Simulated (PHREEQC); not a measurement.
A column of 0.2 m (30 cells, dispersivity 0.016 m, 300 s a shift, diffusion coefficient 3e-10 m²/s) holds 0.0018 eq of the database's cation exchanger X per kg of pore water, first in equilibrium with 0.0011 mol CaCl2, 0.022 mol Na2SO4 and 1e-05 mol HCl per kg of water. It is flushed with 0.00084 mol/kgw CaCl2 and 1e-05 mol/kgw HCl, at 25 °C. Values are for the last cell. No CO2 enters from the air. Precipitation was switched off in this run.

The numbers come from PHREEQC with the ion-association model, phreeqc.dat.

Predict S in solution (mol/kgw), Na in solution (mol/kgw) at pore volumes = 0.5167, 1.683, 3.183, 3.683.


```json
[
 {"pore volumes": "0.5167", "S in solution (mol/kgw)": "0.0207", "Na in solution (mol/kgw)": "0.0415"},
 {"pore volumes": "1.683", "S in solution (mol/kgw)": "0.00133", "Na in solution (mol/kgw)": "0.00305"},
 {"pore volumes": "3.183", "S in solution (mol/kgw)": "9.20e-6", "Na in solution (mol/kgw)": "2.45e-5"},
 {"pore volumes": "3.683", "S in solution (mol/kgw)": "1.68e-6", "Na in solution (mol/kgw)": "4.70e-6"}
]
```
